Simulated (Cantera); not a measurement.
Cantera run, input and output.

```python
import numpy as np
import cantera as ct

gas = ct.Solution("gri30.yaml", transport_model="mixture-averaged")
show = ['H2', 'O', 'C2H2']

rows = []
print(f"{'T/K':>7s}{'rho':>11s}{'cp':>10s}{'mu':>11s}{'lambda':>11s}{'Pr':>7s}" + "".join(f"{'D_' + s:>11s}" for s in show))
for T in [400, 600, 800, 1000, 1200, 1400]:
    gas.TPX = T, 2500, {'C2H4': 0.63, 'H2O': 0.85, 'N2': 0.16}
    Pr = gas.cp_mass * gas.viscosity / gas.thermal_conductivity
    D = [gas.mix_diff_coeffs_mole[gas.species_index(s)] for s in show]
    rows.append([gas.density, gas.cp_mass, gas.viscosity, gas.thermal_conductivity, Pr, *D])
    print(f"{T:7g}{gas.density:11.4e}{gas.cp_mass:10.1f}{gas.viscosity:11.4e}"
          f"{gas.thermal_conductivity:11.4e}{Pr:7.3f}" + "".join(f"{d:11.4e}" for d in D))
print("SI units: kg/m3, J/kg/K, Pa s, W/m/K, m2/s")
```

Result:

```
    T/K        rho        cp         mu     lambda     Pr       D_H2        D_O     D_C2H2
    400 1.7174e-02    1787.7 1.4455e-05 3.5251e-02  0.733 5.0139e-03 2.1360e-03 1.0537e-03
    600 1.1449e-02    2145.2 2.1199e-05 6.0125e-02  0.756 1.0138e-02 4.3885e-03 2.2470e-03
    800 8.5871e-03    2423.5 2.7414e-05 8.6925e-02  0.764 1.6539e-02 7.2158e-03 3.7719e-03
   1000 6.8696e-03    2658.8 3.3170e-05 1.1450e-01  0.770 2.4085e-02 1.0553e-02 5.5856e-03
   1200 5.7247e-03    2849.1 3.8539e-05 1.4210e-01  0.773 3.2683e-02 1.4358e-02 7.6601e-03
   1400 4.9069e-03    3005.1 4.3582e-05 1.6929e-01  0.774 4.2267e-02 1.8598e-02 9.9754e-03
SI units: kg/m3, J/kg/K, Pa s, W/m/K, m2/s
```

Computed with Cantera and GRI-Mech 3.0 (53 species, 325 reactions). Polar gases are described roughly by these parameters. The composition is frozen, though it would react at the higher temperatures.
